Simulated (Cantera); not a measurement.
Charge: 1 mol TiCl₄, 1.1 mol CH₄, 2.8 mol H₂, equilibrated at 77000 Pa.

These are equilibrium values from Cantera (NASA tables, ideal gas, pure condensed phases), not measurements of a reactor. Candidate condensed phases: C, C₆H₆, C₇H₈, C₈H₁₈, Ti, TiC, TiCl₂, TiCl₃, TiCl₄; 96 gas species. The tables' values for TiCl₂ are old estimates; treat these amounts as uncertain. TiC: taken at fixed stoichiometry. The numbers say what is thermodynamically allowed, not how fast it happens. All values below are at 1850 K.

Base state: H₂ 0.497, HCl 0.464, TiCl₃ 0.0289, TiCl₄ 0.00789, TiCl₂ 0.000666, H 0.000433, Cl 0.000307, C₂H₂ (acetylene) 0.000130 (mole fractions); condensed: C(graphite) + TiC(s).

Task: What changes in the equilibrium state with this change: pressure from 77000 Pa to 28.0 Pa?

Result: 
| species | before | after |
|---|---|---|
| HCl | 0.464 | 0.535 |
| H₂ | 0.497 | 0.422 |
| H | 0.000433 | 0.0209 |
| TiCl₃ | 0.0289 | 0.00107 |
| Cl | 0.000307 | 0.0201 |
| CH₄ | 0.000125 | 3.27e-8 |
| TiCl₄ | 0.00789 | 6.99e-6 |
| TiCl | 1.77e-7 | 1.16e-5 |
| TiCl₂ | 0.000666 | 0.00104 |
| C₂H₂ (acetylene) | 0.000130 | 0.000110 |
| C(graphite), mol | 0.354 | 0.114 |
| TiC(s), mol | 0.744 | 0.985 |
